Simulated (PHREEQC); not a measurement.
Make-up at 25 °C: 0.07 mol CdCl2 and 0.00021 mol FeSO4 per kg of water. Closed to the air; pH follows from the charge balance.

Equilibrium calculation in PHREEQC: ion-association model, wateq4f.dat.

This is a speciation only: nothing precipitates in the calculation.

### Question
What pH, ionic strength does the model give?

### Answer
pH 5.46; ionic strength 0.0945 mol/kgw.

### Question
In which forms is Fe present?

### Answer
Fe+2 96 %, FeCl+ 4.0 % of the Fe.
